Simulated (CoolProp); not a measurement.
Vapour-liquid equilibrium of n-hexane (1) + dimethyl carbonate (2) at 620 kPa; x and y are mole fractions of (1).

Computed with CoolProp (multi-fluid Helmholtz-energy mixture model, Thol 2019 and Zhou 2011; pair parameters Bell 2016).

Task: Give the bubble temperature and the first vapour's composition at x = 0.05, 0.2, 0.575. Is there an azeotrope?

Result: x = 0.05: 426.8 K, y = 0.154; x = 0.2: 416.2 K, y = 0.397; x = 0.575: 409.0 K, y = 0.627. y crosses x between x = 0.65 and 0.725: the model has an azeotrope there.

Pair parameters are fitted to limited data, so mixtures are less certain than the pure fluids.
